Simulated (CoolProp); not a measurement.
Vapour-liquid equilibrium of propylene (1) + isobutane (2) at 0.0138 MPa; x and y are mole fractions of (1).

Computed with CoolProp (multi-fluid Helmholtz-energy mixture model, Lemmon 2013 and Bücker 2006; pair parameters Bell 2016).

Give the bubble temperature and the first vapour's composition at x = 0.15, 0.45, 0.65. Is there an azeotrope?

x = 0.15: 209.6 K, y = 0.528; x = 0.45: 202.4 K, y = 0.792; x = 0.65: 197.5 K, y = 0.915. No azeotrope shows between x = 0.05 and 0.95.

Pair parameters are fitted to limited data, so mixtures are less certain than the pure fluids. The gap from Raoult's law changes sign with composition, which may be real or a fault of the pair parameters; it wasn't checked against measurements.
